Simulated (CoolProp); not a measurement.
Properties of R1123 along the isobar 4250 kPa.

The numbers come from the reference Helmholtz-energy equation of state, Akasaka 2020 in CoolProp.

```csv
T (K),phase,isothermal compressibility (1/MPa),expansivity (1/kK),fugacity coefficient
258.4,liquid,0.003692,3.074,0.1591
264,liquid,0.004175,3.251,0.1867
269.6,liquid,0.004757,3.457,0.2170
275.3,liquid,0.005483,3.703,0.2507
280.9,liquid,0.006375,3.992,0.2865
286.5,liquid,0.007513,4.343,0.3248
292.2,liquid,0.009036,4.791,0.3663
297.8,liquid,0.01108,5.359,0.4093
303.4,liquid,0.01401,6.124,0.4543
309.1,liquid,0.01861,7.246,0.5018
314.7,liquid,0.02647,9.010,0.5497
320.4,liquid,0.04384,12.54,0.5991
326,liquid,0.1106,24.35,0.6473
```
